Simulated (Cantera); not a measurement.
A closed system holds: 1 mol SiHCl₃, 5 mol NH₃, equilibrated at 0.255 Torr.

Cantera equilibrium calculation (NASA polynomials, part measured and part estimated; ideal gas, pure solids and liquids). Candidate condensed phases: NH₄Cl, Si, Si₃N₄; 28 gas species. Gases not in the tables: Si₂H₆ and higher silanes. The numbers say what is thermodynamically allowed, not how fast it happens.

Which condensed phases are stable at each of these points (T (K)): 723, 823, 923, 1023, 1123, 1223, 1323, 1423, 1523, 1623, 1723, 1823?


```json
[
 {"T (K)": "723", "condensed phases": "Si₃N₄(s)", "Si condensed (%)": "95.5"},
 {"T (K)": "823", "condensed phases": "Si₃N₄(s)", "Si condensed (%)": "97.5"},
 {"T (K)": "923", "condensed phases": "Si₃N₄(s)", "Si condensed (%)": "98.5"},
 {"T (K)": "1023", "condensed phases": "Si₃N₄(s)", "Si condensed (%)": "98.9"},
 {"T (K)": "1123", "condensed phases": "Si₃N₄(s)", "Si condensed (%)": "98.8"},
 {"T (K)": "1223", "condensed phases": "Si₃N₄(s)", "Si condensed (%)": "95.8"},
 {"T (K)": "1323", "condensed phases": "Si₃N₄(s)", "Si condensed (%)": "81.5"},
 {"T (K)": "1423", "condensed phases": "Si₃N₄(s)", "Si condensed (%)": "50.3"},
 {"T (K)": "1523", "condensed phases": "Si(s)", "Si condensed (%)": "17.8"},
 {"T (K)": "1623", "condensed phases": "Si(s)", "Si condensed (%)": "15.6"},
 {"T (K)": "1723", "condensed phases": "Si(l)", "Si condensed (%)": "12.4"},
 {"T (K)": "1823", "condensed phases": "Si(l)", "Si condensed (%)": "1.8"}
]
```

From 723 K to 1423 K the condensed part is Si₃N₄(s). From 1523 K to 1623 K the condensed part is Si(s). From 1723 K to 1823 K the condensed part is Si(l).
